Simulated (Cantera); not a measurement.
## Gas-phase reforming

An isothermal, constant-pressure homogeneous reactor starts with 59.6 % CH4, 21.4 % CO2, 13.7 % H2, 5.30 % H2O, at 2198 K and 143 Torr.

Detailed kinetics in Cantera: GRI-Mech 3.0 (53 species, 325 reactions). GRI-Mech 3.0 stops at C3 and has no aromatics, soot or wall deposition, so with more carbon than oxygen in the feed, carbon stays in small species such as C2H2 where larger ones or solid carbon would form.

| t (s) | x CH4 | x CO2 | x H2 | x HO2 | x OH |
|---|---|---|---|---|---|
| 8.00e-6 | 0.578 | 0.213 | 0.143 | 2.91e-11 | 1.27e-5 |
| 4.92e-5 | 0.378 | 0.186 | 0.275 | 6.48e-11 | 6.87e-5 |
| 0.000302 | 0.0610 | 0.0805 | 0.530 | 1.05e-10 | 0.000129 |
| 0.00186 | 0.00884 | 0.00671 | 0.551 | 6.92e-11 | 0.000187 |
| 0.0114 | 0.00340 | 0.00147 | 0.626 | 2.77e-12 | 3.81e-5 |
| 0.0701 | 0.000187 | 2.64e-7 | 0.645 | <1e-12 | 7.52e-9 |
| 0.431 | 0.000152 | 1.85e-8 | 0.645 | <1e-12 | 5.42e-10 |
| 2.65 | 0.000152 | 1.85e-8 | 0.645 | <1e-12 | 5.42e-10 |
| 16.3 | 0.000152 | 1.85e-8 | 0.645 | <1e-12 | 5.42e-10 |
| 100 | 0.000152 | 1.85e-8 | 0.645 | <1e-12 | 5.42e-10 |
x: mole fraction; the columns are a selection and need not sum to one.

Equilibrium at this temperature and pressure: CH4 0.000152, CO2 1.85e-8, H2 0.645, HO2 <1e-12, OH 5.44e-10 (gas phase only).
